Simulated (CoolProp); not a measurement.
Ethanol along the isobar 75 bar: fugacity coefficient from the reference equation and from simpler models built on Tc = 514.7 K, pc = 62.68 bar, ω = 0.644; each cubic takes its own stable root.

Computed with CoolProp (reference Helmholtz-energy equation of state, Schroeder 2014).

```json
[
 {"T (K)": "384.5", "phase": "liquid", "reference": "0.04710"},
 {"T (K)": "409.4", "phase": "liquid", "reference": "0.09397"},
 {"T (K)": "434.2", "phase": "liquid", "reference": "0.1671"},
 {"T (K)": "459.1", "phase": "liquid", "reference": "0.2704"},
 {"T (K)": "483.9", "phase": "liquid", "reference": "0.4023"},
 {"T (K)": "508.8", "phase": "liquid", "reference": "0.5563"},
 {"T (K)": "533.7", "phase": "supercritical", "reference": "0.6926"},
 {"T (K)": "558.5", "phase": "supercritical", "reference": "0.7610"}
]
```

**Question.** How far does each simpler model (Redlich-Kwong, Peng-Robinson) lie from the reference over these 8 states: mean and median of the absolute difference, and the worst?

**Answer.** 
- Redlich-Kwong: mean 52.3 %, median 25.3 %, worst +177.5 % at 384.5 K and 75 bar
- Peng-Robinson: mean 3.9 %, median 3.5 %, worst -7.6 % at 533.7 K and 75 bar
